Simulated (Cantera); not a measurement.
Feed: 1 mol FeS2, 1400 mol H2, 9.5 mol N2, at 1425 K and 19000 Pa.

These are equilibrium values from Cantera (NASA tables, ideal gas, pure condensed phases), not measurements of a reactor. Candidate condensed phases: Fe, FeS, FeS2, S; 16 gas species. The numbers say what is thermodynamically allowed, not how fast it happens.

Base state: H2 0.992, N2 0.00674, H2S 0.00141, H 1.56e-5 (mole fractions); condensed: Fe(γ).

Question: What changes in the equilibrium state with this change: temperature from 1425 K to 923.15 K?

Answer: 
```tsv
species	before	after
H2	0.992	0.993
N2	0.00674	0.00673
H2S	0.00141	0.000709
H	1.56e-5	<1e-9
NH3	1.21e-6	1.56e-5
Fe(γ), mol	1.000	0
FeS(s), mol	0	1.00
```
FeS: taken at fixed stoichiometry.
